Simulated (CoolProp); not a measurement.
Vapour-liquid equilibrium of R142b (1) + R113 (2) at 2.18 bar; x and y are mole fractions of (1).

Computed with CoolProp (multi-fluid Helmholtz-energy mixture model, Lemmon 2006 and Marx 1992; pair parameters Bell 2016).

Give the bubble temperature and the first vapour's composition at x = 0.05, 0.125, 0.65. Is there an azeotrope?

x = 0.05: 337.4 K, y = 0.242; x = 0.125: 327.1 K, y = 0.480; x = 0.65: 294.4 K, y = 0.920. No azeotrope shows between x = 0.05 and 0.95.

The pair parameters rest on a limited set of measurements; away from them the model extrapolates.
